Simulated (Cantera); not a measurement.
Charge: 1 mol CH3Cl, 0.18 mol F2, held at 1348.15 K and 133 Pa.

Cantera equilibrium calculation (NASA polynomials, part measured and part estimated; ideal gas, pure solids and liquids). Candidate condensed phases: C, C6H6, C7H8, C8H18; 118 gas species. Kinetics and transport are ignored.

Base state: HCl 0.459, H2 0.376, HF 0.165, Cl 3.96e-5, H 3.89e-5 (mole fractions); condensed: C(graphite).

Question: What changes in the equilibrium state with this change: 0.3 mol Cl2 added?

Answer: 
```
species            before    after
----------------  -------  -------
HCl                 0.459    0.645
H2                  0.376    0.210
HF                  0.165    0.145
Cl                3.96e-5  7.46e-5
H                 3.89e-5  2.91e-5
C(graphite), mol    1.000    1.000
```
